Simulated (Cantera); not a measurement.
# Thermodynamics of abatement and gas-phase synthesis, feed CS2 + H2 + O2

Charge: 1 mol CS2, 0.64 mol H2, 0.094 mol O2, held at 1600000 Pa.

Method: chemical equilibrium by Gibbs-energy minimisation in Cantera with the NASA 1993 tables (ideal gas, pure condensed phases). Candidate condensed phases: C, C6H6, C7H8, C8H18, H2O, H2SO4, S; 123 gas species. Gases not in the tables: S3 to S7. Equilibrium is a limit: real reactors are often held back by kinetics, nucleation or transport.

```
T (K)  log p H2S  log p CS2  log p COS  log p CO  log p S2  log p H2  log p CO2  n C(graphite)
-----  ---------  ---------  ---------  --------  --------  --------  ---------  -------------
923         0.86       0.78       0.23     -0.72     -0.15     -1.59      -0.94          0.286
998         0.85       0.78       0.18     -0.41     -0.11     -1.24      -1.04          0.276
1073        0.84       0.78       0.10     -0.17     -0.07     -0.94      -1.20          0.267
1148        0.83       0.79       0.00     -0.01     -0.04     -0.68      -1.42          0.256
1223        0.81       0.79      -0.13      0.09     -0.01     -0.46      -1.68          0.244
1298        0.80       0.79      -0.27      0.16      0.02     -0.27      -1.96          0.231
1373        0.77       0.79      -0.42      0.20      0.05     -0.10      -2.25          0.219
```
log p: log10 of the partial pressure in bar; n: condensed amount in mol.

From 923 K to 1373 K the condensed part is C(graphite). The main C-bearing gas is CS2 throughout. The share of C in condensed phases is highest at 923 K (28.6 %) and lowest at 1373 K (21.9 %).
